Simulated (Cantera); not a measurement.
An adiabatic, constant-volume homogeneous reactor starts with CH4 : O2 : N2 = 1 : 5.88 : 22.1 (molar parts), equivalence ratio 0.34, at 1750 K and 5.00 bar. Integrator tolerance rtol = 1e-08.

Model: GRI-Mech 3.0 (53 species, 325 reactions), integrated in Cantera.

Task: What does this change do: 0.047 parts C2H6 added?

Result: 
| quantity | before | after |
|---|---|---|
| time of steepest temperature rise | 34.2 µs | 17.2 µs |
| temperature at 0.100 s | 2543 K | 2592 K |
| equilibrium temperature | 2543 K | 2592 K |
| x(CH4) at 0.100 s | <1e-12 (gas-phase equilibrium <1e-12) | <1e-12 (gas-phase equilibrium <1e-12) |
| x(O2) at 0.100 s | 0.122 (gas-phase equilibrium 0.122) | 0.116 (gas-phase equilibrium 0.116) |
| x(CH2CO) at 0.100 s | <1e-12 (gas-phase equilibrium <1e-12) | <1e-12 (gas-phase equilibrium <1e-12) |
| x(C2H6) at 0.100 s | <1e-12 (gas-phase equilibrium <1e-12) | <1e-12 (gas-phase equilibrium <1e-12) |
| x(CO) at 0.100 s | 0.00161 (gas-phase equilibrium 0.00161) | 0.00225 (gas-phase equilibrium 0.00225) |
| x(C2H) at 0.100 s | <1e-12 (gas-phase equilibrium <1e-12) | <1e-12 (gas-phase equilibrium <1e-12) |
| x(CO2) at 0.100 s | 0.0328 (gas-phase equilibrium 0.0328) | 0.0352 (gas-phase equilibrium 0.0352) |
